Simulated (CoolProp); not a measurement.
The numbers come from the reference Helmholtz-energy equation of state, Gao 2016 in CoolProp.

Q: For sulfur dioxide, give the phase and the cp (kJ/(kg K)), cv (kJ/(kg K)), speed of sound (m/s) at 393.9 K and 34100 kPa.

A: 
- 393.9 K and 34100 kPa: liquid; cp 1.38, cv 0.764, speed of sound 737
